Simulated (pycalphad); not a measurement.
All values are pycalphad results on the COST 507 light-alloy database (1999) (1 atm), not direct measurements. These are 1990s assessments: newer ones move some temperatures and phases. Amounts are mole fractions of atoms. Kinetics are ignored, which matters at the lower temperatures.

Q: Give the equilibrium state of N-76.2B (at.%) at 3625 K.

A: liquid, fraction 0.750, with 99.98 B at.%; gas, fraction 0.250, with 4.9 B at.%.

Q: Give the equilibrium state of N-76.2B (at.%) at 700 K.

A: β-boron, fraction 0.524, with 100 B at.%; BN_HP4, fraction 0.476, with 50.0 B at.%.

Database names, with the compositions (at.%) that they take in these runs: BN_HP4: N 50 B 50.
